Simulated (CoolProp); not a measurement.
CH2F2 (R32) along the isotherm 435 K: Z from the reference equation and from simpler models built on Tc = 351.3 K, pc = 5.783 MPa, ω = 0.277; each cubic takes its own stable root.

The numbers come from the reference Helmholtz-energy equation of state, Tillner-Roth 1997 in CoolProp.

```tsv
p (MPa)	phase	reference	van der Waals	Redlich-Kwong
0.183	gas	0.9944	0.9945	0.9943
0.285	gas	0.9912	0.9914	0.9911
0.443	gas	0.9863	0.9865	0.9861
0.69	gas	0.9787	0.9789	0.9783
1.07	gas	0.9669	0.9671	0.9662
1.67	gas	0.9481	0.9479	0.9470
2.61	gas	0.9183	0.9169	0.9164
4.06	gas	0.8718	0.8661	0.8683
6.32	supercritical	0.7983	0.7791	0.7916
9.84	supercritical	0.6874	0.6329	0.6784
15.3	supercritical	0.5721	0.5923	0.6021
23.9	supercritical	0.5840	0.7455	0.6754
37.1	supercritical	0.7266	1.017	0.8615
57.8	supercritical	0.9789	1.438	1.163
```
